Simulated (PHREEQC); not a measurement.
# Ultrapure water in contact with air or piping: speciation

Model water analysis in mg/L, 25 °C, pH 6.16, pe 11.8:

```csv
constituent,mg/L
Na,0.00175
K,0.00904
Ca,0.0245
Mg,0.00079
Cl,0.00612
S(6) as SO4,0.0184
Alkalinity as HCO3,0.0617
F,4.03e-05
Pb,4.74e-05
```

Valence states are taken as typed.

Model: ion-association model, wateq4f.dat, run in PHREEQC.

No solid was allowed to form.

Task: Predict the ionic strength, charge-balance error.

Result: ionic strength 3.11e-6 mol/kgw; charge-balance error 0.6 %.

Task: In which forms is C present?

Result: CO2 61 %, HCO3- 39 % of the C.
